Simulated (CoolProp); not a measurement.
CH3F (R41) along the isotherm 425 K: density (kg/m³) from the reference equation and from simpler models built on Tc = 317.3 K, pc = 5.906 MPa, ω = 0.200; each cubic takes its own stable root.

Model: reference Helmholtz-energy equation of state, Lemmon 2006, in CoolProp. It is a short technical equation, of lower accuracy than the large ones.

| p (MPa) | phase | reference |
|---|---|---|
| 0.227 | gas | 2.199 |
| 0.454 | gas | 4.423 |
| 0.681 | gas | 6.672 |
| 0.909 | gas | 8.958 |
| 1.14 | gas | 11.30 |
| 1.36 | gas | 13.56 |
| 1.59 | gas | 15.94 |
| 1.82 | gas | 18.36 |
| 2.04 | gas | 20.70 |
| 2.27 | gas | 23.17 |
| 2.5 | gas | 25.67 |
| 2.73 | gas | 28.20 |
| 2.95 | gas | 30.65 |

Q: How far does each simpler model (ideal gas, Redlich-Kwong, Soave-Redlich-Kwong) lie from the reference over these 13 states: mean and median of the absolute difference, and the worst?

A: 
- ideal gas: mean 4.0 %, median 4.0 %, worst -7.3 % at 425 K and 2.95 MPa
- Redlich-Kwong: mean 0.1 %, median 0.1 %, worst -0.2 % at 425 K and 2.95 MPa
- Soave-Redlich-Kwong: mean 0.8 %, median 0.8 %, worst -1.6 % at 425 K and 2.95 MPa
